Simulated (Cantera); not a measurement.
Mixture: CH₄ : C₂H₆ : C₃H₈ : O₂ : N₂ = 1 : 0.036 : 0.56 : 12 : 44.5 (molar parts), at 1.01 bar, adiabatic and at constant volume. Ignition delay is the time to a rise of 400 K.

Cantera simulation using GRI-Mech 3.0 (53 species, 325 reactions); the numbers are that mechanism's predictions, not measurements. GRI-Mech 3.0 was tuned for natural gas; its chemistry of propane as a main component is partial and can be far from experiment.

Problem. What does this change do: constant pressure in place of constant volume?

Solution. 
| quantity | before | after |
|---|---|---|
| delay at 1223 K | 3.66 ms | 3.84 ms |
| delay at 1323 K | 0.684 ms | 0.730 ms |
| delay at 1423 K | 0.186 ms | 0.203 ms |
| delay at 1523 K | 70.5 µs | 79.2 µs |
| apparent activation energy between 1473 and 1573 K | 160 kJ/mol | 150 kJ/mol |
